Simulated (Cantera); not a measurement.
Cantera run, input and output.

```python
import numpy as np
import cantera as ct

gas = ct.Solution("gri30.yaml")


def delay(T, t_max=10):
    gas.TPX = T, 1000000, {'H2': 1, 'O2': 0.357, 'N2': 1.34}
    reactor = ct.IdealGasConstPressureReactor(gas, clone=False)
    net = ct.ReactorNet([reactor])
    net.rtol, net.atol = 1e-8, 1e-16
    while net.time < t_max:
        t_old, T_old = net.time, reactor.T
        net.step()
        if reactor.T > T + 400:  # ignition: a rise of 400 K
            return t_old + (T + 400 - T_old) / (reactor.T - T_old) * (net.time - t_old)
    return np.nan


taus = []
for T in [1273, 1348, 1423, 1498, 1573]:
    taus.append(delay(T))
    print(f"T0 = {T:6g} K   tau = {taus[-1]:.4e} s")

# d ln(tau) / d ln(k), from doubling and halving each rate constant
T, sens = 1573, []
for i in range(gas.n_reactions):
    gas.set_multiplier(2.0, i)
    up = delay(T)
    gas.set_multiplier(0.5, i)
    down = delay(T)
    gas.set_multiplier(1.0, i)
    sens.append((np.log(up / down) / np.log(4.0), gas.reaction(i).equation))
sens.sort(key=lambda x: -abs(x[0]))
print(f"sensitivities at {T} K")
for s, eq in sens[:10]:
    print(f"{s:8.3f}  {eq}")
```

Result:

```
T0 =   1273 K   tau = 7.7246e-06 s
T0 =   1348 K   tau = 3.3622e-06 s
T0 =   1423 K   tau = 2.1053e-06 s
T0 =   1498 K   tau = 1.5041e-06 s
T0 =   1573 K   tau = 1.1544e-06 s
sensitivities at 1573 K
  -0.746  H + O2 <=> O + OH
  -0.130  H2 + O <=> H + OH
  -0.087  H2 + OH <=> H + H2O
  -0.064  H + HO2 <=> H2 + O2
   0.051  H + O2 + M <=> HO2 + M
   0.038  H + O2 + N2 <=> HO2 + N2
  -0.026  H + HO2 <=> 2 OH
  -0.025  H + O2 + H2O <=> HO2 + H2O
   0.009  H + O2 + O2 <=> HO2 + O2
  -0.006  H + H2O2 <=> H2 + HO2
```

Model: GRI-Mech 3.0 (53 species, 325 reactions), integrated in Cantera. The hydrogen kinetics of GRI-Mech 3.0 are dated; newer H2 mechanisms differ, most at raised pressure.
